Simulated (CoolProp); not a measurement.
Vapour-liquid equilibrium of isobutene (1) + n-octane (2) at 0.011 MPa; x and y are mole fractions of (1).

Computed with CoolProp (multi-fluid Helmholtz-energy mixture model, Lemmon 2005 and Beckmüller 2019; pair parameters Bell 2016).

```json
[
 {"x": "0.05", "bubble temperature (K)": "[?]", "y at the bubble point": "0.928", "dew temperature at overall composition x (K)": "333.1", "liquid density (mol/L)": "6.362"},
 {"x": "0.2", "bubble temperature (K)": "250.5", "y at the bubble point": "0.995", "dew temperature at overall composition x (K)": "329.1", "liquid density (mol/L)": "7.126"},
 {"x": "0.35", "bubble temperature (K)": "239.3", "y at the bubble point": "[?]", "dew temperature at overall composition x (K)": "324.6", "liquid density (mol/L)": "[?]"},
 {"x": "0.5", "bubble temperature (K)": "232.6", "y at the bubble point": "0.999", "dew temperature at overall composition x (K)": "319.0", "liquid density (mol/L)": "8.578"},
 {"x": "0.65", "bubble temperature (K)": "227.9", "y at the bubble point": "1.000", "dew temperature at overall composition x (K)": "311.8", "liquid density (mol/L)": "9.441"},
 {"x": "0.8", "bubble temperature (K)": "224.3", "y at the bubble point": "1.000", "dew temperature at overall composition x (K)": "301.3", "liquid density (mol/L)": "10.44"},
 {"x": "0.95", "bubble temperature (K)": "221.4", "y at the bubble point": "1.000", "dew temperature at overall composition x (K)": "278.9", "liquid density (mol/L)": "11.61"}
]
```

Problem. Fill in the missing entries.

Solution. 
- 0.05, bubble temperature (K): 284.4
- 0.35, y at the bubble point: 0.998
- 0.35, liquid density (mol/L): 7.819

No azeotrope shows between x = 0.05 and 0.95.

Pair parameters are fitted to limited data, so mixtures are less certain than the pure fluids.
